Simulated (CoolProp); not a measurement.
Vapour pressure (bar) of methane: the reference equation beside estimates from Tc = 190.6 K, pc = 45.99 bar, ω = 0.011. Clausius-Clapeyron is anchored at 116.6 K with a constant enthalpy of vaporisation of 8.045 kJ/mol.

Computed with CoolProp (reference Helmholtz-energy equation of state, Setzmann 1991).

```csv
T (K),reference,Lee-Kesler,Clausius-Clapeyron,van der Waals,Redlich-Kwong,Soave-Redlich-Kwong,Peng-Robinson
105.8,0.6074,0.5946,0.6403,2.514,0.3968,0.5837,0.6127
108.5,0.7743,0.7603,0.8040,2.932,0.5313,0.7483,0.7806
111.2,0.9748,0.9599,0.9983,3.396,0.6988,0.9469,0.9821
113.9,1.213,1.198,1.227,3.908,0.9044,1.184,1.222
116.6,1.494,1.478,1.494,4.469,1.153,1.464,1.504
119.3,1.821,1.807,1.802,5.084,1.451,1.792,1.833
122,2.200,2.187,2.157,5.752,1.804,2.173,2.213
124.7,2.636,2.625,2.561,6.478,2.216,2.611,2.651
127.5,3.152,3.144,3.037,7.291,2.714,3.133,3.170
130.2,3.717,3.713,3.554,8.138,3.266,3.705,3.739
132.9,4.355,4.354,4.133,9.046,3.897,4.352,4.380
135.6,5.069,5.073,4.778,10.02,4.611,5.077,5.099
138.3,5.866,5.873,5.493,11.06,5.415,5.887,5.900
141,6.750,6.762,6.280,12.16,6.314,6.788,6.791
143.7,7.727,7.742,7.144,13.34,7.313,7.784,7.775
```

Absolute difference from the reference over all 15 rows, mean and median: Lee-Kesler 0.7 and 0.4 %, Clausius-Clapeyron 3.9 and 3.8 %, van der Waals 163.0 and 145.8 %, Redlich-Kwong 17.5 and 15.9 %, Soave-Redlich-Kwong 1.4 and 0.9 %, Peng-Robinson 0.7 and 0.6 %.
